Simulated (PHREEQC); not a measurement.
**Buffer (model solution)**

Dissolve 0.6 mol H3PO4 and 0.12 mol Na2B4O7 per kg of water at 41 °C. Closed to the air; pH follows from the charge balance.

Model: ion-association model, phreeqc.dat, run in PHREEQC.

No solid was allowed to form.

Problem. Predict the pH, activity of water, density.

Solution. pH 1.95; activity of water 0.977; density 1.039 g/cm³.

Problem. In which forms is P present?

Solution. H3PO4 58 %, H2PO4- 42 % of the P.

Away from 25 °C the constants follow the database's enthalpies or fits; those with neither stay at their 25 °C values.
